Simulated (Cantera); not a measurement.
Input: 1 mol PbO, 4.5 mol CO, equilibrated at 1.30 mbar.

Equilibrium computed with Cantera from the NASA thermochemical tables; the gas is ideal and each condensed phase is pure. Candidate condensed phases: C, Pb, PbO, PbO₂, Pb₃O₄; 15 gas species. Kinetics and transport are ignored. All values below are at 1473 K.

Base state: CO 0.636, CO₂ 0.182, Pb 0.182, PbO 4.10e-5 (mole fractions); condensed: gas only.

What changes in the equilibrium state with this change: pressure from 1.30 mbar to 1.00 bar?


```tsv
species	before	after
CO	0.636	0.763
CO₂	0.182	0.218
Pb	0.182	0.0188
PbO	4.10e-5	4.25e-6
Pb(l), mol	0	0.914
```
